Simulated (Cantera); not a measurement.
Thermodynamics of silicon nitride deposition, feed SiH₂Cl₂ + NH₃ + N₂

Input: 1 mol SiH₂Cl₂, 0.12 mol NH₃, 20 mol N₂, equilibrated at 0.0100 bar.

These are equilibrium values from Cantera (NASA tables, ideal gas, pure condensed phases), not measurements of a reactor. Candidate condensed phases: NH₄Cl, Si, Si₃N₄; 28 gas species. The tables' values for SiCl, SiN, SiCl₃ are old estimates; treat these amounts as uncertain. The numbers say what is thermodynamically allowed, not how fast it happens.

```
T (°C)   x N₂    x H₂  x SiCl₂   x HCl     x Si      x H   n Si(l)
------  -----  ------  -------  ------  -------  -------  --------
1652    0.899  0.0406   0.0326  0.0225  0.00174  0.00193     0.207
1677    0.898  0.0403   0.0323  0.0226  0.00238  0.00230     0.192
1702    0.897  0.0400   0.0320  0.0228  0.00323  0.00274     0.173
1727    0.895  0.0396   0.0316  0.0229  0.00435  0.00324     0.146
1752    0.893  0.0391   0.0312  0.0229  0.00582  0.00381     0.110
1777    0.891  0.0387   0.0308  0.0229  0.00773  0.00446    0.0624
1802    0.888  0.0381   0.0303  0.0229   0.0102  0.00520  0.000551
1827    0.886  0.0369   0.0291  0.0244   0.0112  0.00598         0
```
x: gas mole fraction; n: condensed amount in mol.

From 1652 °C to 1802 °C the condensed part is Si(l). At 1827 °C nothing is condensed. The main Si-bearing gas is SiCl₂ throughout. The share of Si in condensed phases is highest at 1652 °C (20.7 %) and lowest at 1827 °C (0.0 %).
